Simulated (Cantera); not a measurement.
An adiabatic, constant-volume homogeneous reactor starts with CH4 : O2 : N2 : H2O = 1 : 1.05 : 3.96 : 0.22 (molar parts), at 1698 K and 750 Torr. Integrator tolerance rtol = 1e-08.

Model: GRI-Mech 3.0 (53 species, 325 reactions), integrated in Cantera.

Problem. What does this change do: pressure from 750 Torr to 278 Torr?

Solution. 
| quantity | before | after |
|---|---|---|
| time of steepest temperature rise | 0.252 ms | 0.580 ms |
| temperature at 1.00 s | 2842 K | 2768 K |
| equilibrium temperature | 2842 K | 2768 K |
| x(CH4) at 1.00 s | 7.15e-12 (gas-phase equilibrium 8.17e-12) | 1.14e-12 (gas-phase equilibrium 1.32e-12) |
| x(O2) at 1.00 s | 0.000411 (gas-phase equilibrium 0.000411) | 0.000630 (gas-phase equilibrium 0.000630) |
| x(H2O) at 1.00 s | 0.151 (gas-phase equilibrium 0.151) | 0.147 (gas-phase equilibrium 0.147) |
| x(H2O2) at 1.00 s | 5.77e-8 (gas-phase equilibrium 5.77e-8) | 3.70e-8 (gas-phase equilibrium 3.70e-8) |
| x(O) at 1.00 s | 0.000930 (gas-phase equilibrium 0.000930) | 0.00143 (gas-phase equilibrium 0.00143) |
| x(CH3) at 1.00 s | 2.16e-11 (gas-phase equilibrium 2.47e-11) | 4.55e-12 (gas-phase equilibrium 5.24e-12) |
| x(NO) at 1.00 s | 0.00143 (gas-phase equilibrium 0.00143) | 0.00160 (gas-phase equilibrium 0.00160) |

Problem. What does this change do: 0.32 parts H2 added?

Solution. 
| quantity | before | after |
|---|---|---|
| time of steepest temperature rise | 0.252 ms | 0.134 ms |
| temperature at 1.00 s | 2842 K | 2813 K |
| equilibrium temperature | 2842 K | 2813 K |
| x(CH4) at 1.00 s | 7.15e-12 (gas-phase equilibrium 8.17e-12) | 1.40e-11 (gas-phase equilibrium 1.58e-11) |
| x(O2) at 1.00 s | 0.000411 (gas-phase equilibrium 0.000411) | 0.000219 (gas-phase equilibrium 0.000219) |
| x(H2O) at 1.00 s | 0.151 (gas-phase equilibrium 0.151) | 0.150 (gas-phase equilibrium 0.150) |
| x(H2O2) at 1.00 s | 5.77e-8 (gas-phase equilibrium 5.77e-8) | 3.95e-8 (gas-phase equilibrium 3.95e-8) |
| x(O) at 1.00 s | 0.000930 (gas-phase equilibrium 0.000930) | 0.000612 (gas-phase equilibrium 0.000612) |
| x(CH3) at 1.00 s | 2.16e-11 (gas-phase equilibrium 2.47e-11) | 3.50e-11 (gas-phase equilibrium 3.97e-11) |
| x(NO) at 1.00 s | 0.00143 (gas-phase equilibrium 0.00143) | 0.000985 (gas-phase equilibrium 0.000985) |
